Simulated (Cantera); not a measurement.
Cantera run:

```python
import numpy as np
import cantera as ct

gas_names = """
    CL CL2 H HCL H2
""".split()
cond_names = """

""".split()


# ... load() reads the species with a 1 bar reference pressure and builds the phases ...
atoms = {
    'HCl': {'H': 1, 'CL': 1},
    'H2': {'H': 2},
}
top_T = {}  # K; cautious upper limits of use, not melting points


# ... equilibrate(T, P, feed) seeds the gas with the atoms and calls Mixture.equilibrate('TP', solver="vcs", rtol=1e-11, max_steps=5000) ...
results = []
feed = {'HCl': 1, 'H2': 0.3}  # mol
P = 1000  # Pa
for T in [575, 675, 775, 875, 975, 1075, 1175, 1275, 1375, 1475, 1575, 1675, 1775]:
    mix = equilibrate(T, P, feed)
    results.append((T, P, feed, dict(zip(mix.species_names, mix.species_moles))))
    x = sorted(zip(gas.X, gas.species_names), reverse=True)
    print(f"T = {T:g} K  P = {P:g} Pa  gas = {mix.phase_moles(0):.4g} mol")
    print("   x: " + "  ".join(f"{s} {v:.3e}" for v, s in x if v > 0.0001))
    print("   condensed (mol): " + ("  ".join(f"{mix.phase(i).name} {mix.phase_moles(i):.4g}"
          for i in range(1, mix.n_phases) if mix.phase_moles(i) > 1e-12) or "none"))
```

It prints:

```
T = 575 K  P = 1000 Pa  gas = 1.3 mol
   x: HCL 7.692e-01  H2 2.308e-01
   condensed (mol): none
T = 675 K  P = 1000 Pa  gas = 1.3 mol
   x: HCL 7.692e-01  H2 2.308e-01
   condensed (mol): none
T = 775 K  P = 1000 Pa  gas = 1.3 mol
   x: HCL 7.692e-01  H2 2.308e-01
   condensed (mol): none
T = 875 K  P = 1000 Pa  gas = 1.3 mol
   x: HCL 7.692e-01  H2 2.308e-01
   condensed (mol): none
T = 975 K  P = 1000 Pa  gas = 1.3 mol
   x: HCL 7.692e-01  H2 2.308e-01
   condensed (mol): none
T = 1075 K  P = 1000 Pa  gas = 1.3 mol
   x: HCL 7.692e-01  H2 2.308e-01
   condensed (mol): none
T = 1175 K  P = 1000 Pa  gas = 1.3 mol
   x: HCL 7.692e-01  H2 2.308e-01
   condensed (mol): none
T = 1275 K  P = 1000 Pa  gas = 1.3 mol
   x: HCL 7.692e-01  H2 2.308e-01
   condensed (mol): none
T = 1375 K  P = 1000 Pa  gas = 1.3 mol
   x: HCL 7.692e-01  H2 2.308e-01
   condensed (mol): none
T = 1475 K  P = 1000 Pa  gas = 1.3 mol
   x: HCL 7.690e-01  H2 2.308e-01  CL 1.682e-04
   condensed (mol): none
T = 1575 K  P = 1000 Pa  gas = 1.3 mol
   x: HCL 7.684e-01  H2 2.308e-01  CL 5.281e-04  H 1.997e-04
   condensed (mol): none
T = 1675 K  P = 1000 Pa  gas = 1.301 mol
   x: HCL 7.670e-01  H2 2.310e-01  CL 1.447e-03  H 5.580e-04
   condensed (mol): none
T = 1775 K  P = 1000 Pa  gas = 1.303 mol
   x: HCL 7.638e-01  H2 2.313e-01  CL 3.532e-03  H 1.392e-03
   condensed (mol): none
```

These are equilibrium values from Cantera (NASA tables, ideal gas, pure condensed phases), not measurements of a reactor.
